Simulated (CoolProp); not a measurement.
Methanol at 298.15 K and 5.33 MPa is throttled through a valve to 3.64 MPa with no heat exchange. Each further row changes one setting.

Values from CoolProp's reference Helmholtz-energy equation of state, de Reuck 1993.

```
case                      temperature change (K)  final density (kg/m³)
------------------------  ----------------------  ---------------------
as stated                                   +0.6                    789
outlet pressure 1.09 MPa                    +1.4                    786
outlet pressure 4.73 MPa                    +0.2                    791
```
